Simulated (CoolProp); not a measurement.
Vapour-liquid equilibrium of C2F6 (R116) (1) + propane (2) at 246.6 K; x and y are mole fractions of (1).

Model: multi-fluid Helmholtz-energy mixture model, Lemmon 2006 and Lemmon 2009; pair parameters Bell 2016, in CoolProp.

Give the bubble pressure and the first vapour's composition at x = 0.65, 0.85, 0.95. Is there an azeotrope?

x = 0.65: 0.7781 MPa, y = 0.800; x = 0.85: 0.8306 MPa, y = 0.886; x = 0.95: 0.8488 MPa, y = 0.956. No azeotrope shows between x = 0.05 and 0.95.

The pair parameters rest on a limited set of measurements; away from them the model extrapolates. With so large a gap from Raoult's law the liquid may split in two, which this calculation doesn't test in full.
